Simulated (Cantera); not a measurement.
An adiabatic, constant-pressure homogeneous reactor starts with H2 : O2 : N2 = 1 : 0.633 : 6.96 (molar parts), at 1325 K and 975 Torr. Integrator tolerance rtol = 1e-08.

Computed with Cantera and the H2/O2 subset of GRI-Mech 3.0, which has no nitrogen chemistry.

### Question
What does this change do: initial temperature 1325 to 1475 K?

### Answer
```
quantity                                                              before                                      after
---------------------------------  -----------------------------------------  -----------------------------------------
time of steepest temperature rise                                    43.0 µs                                    24.4 µs
temperature at 1.00 s                                                 2140 K                                     2267 K
equilibrium temperature                                               2140 K                                     2267 K
x(H2) at 1.00 s                    0.000654 (gas-phase equilibrium 0.000654)    0.00143 (gas-phase equilibrium 0.00143)
x(O2) at 1.00 s                        0.0161 (gas-phase equilibrium 0.0161)      0.0161 (gas-phase equilibrium 0.0161)
x(H2O) at 1.00 s                         0.122 (gas-phase equilibrium 0.122)        0.120 (gas-phase equilibrium 0.120)
x(O) at 1.00 s                     0.000204 (gas-phase equilibrium 0.000204)  0.000458 (gas-phase equilibrium 0.000458)
x(OH) at 1.00 s                      0.00211 (gas-phase equilibrium 0.00211)    0.00351 (gas-phase equilibrium 0.00351)
```

### Question
What does this change do: H2 1 to 0.49 parts?

### Answer
```
quantity                                                              before                                      after
---------------------------------  -----------------------------------------  -----------------------------------------
time of steepest temperature rise                                    43.0 µs                                    51.7 µs
temperature at 1.00 s                                                 2140 K                                     1759 K
equilibrium temperature                                               2140 K                                     1759 K
x(H2) at 1.00 s                    0.000654 (gas-phase equilibrium 0.000654)    9.06e-6 (gas-phase equilibrium 9.06e-6)
x(O2) at 1.00 s                        0.0161 (gas-phase equilibrium 0.0161)      0.0494 (gas-phase equilibrium 0.0494)
x(H2O) at 1.00 s                         0.122 (gas-phase equilibrium 0.122)      0.0624 (gas-phase equilibrium 0.0624)
x(O) at 1.00 s                     0.000204 (gas-phase equilibrium 0.000204)    1.61e-5 (gas-phase equilibrium 1.61e-5)
x(OH) at 1.00 s                      0.00211 (gas-phase equilibrium 0.00211)  0.000277 (gas-phase equilibrium 0.000277)
```
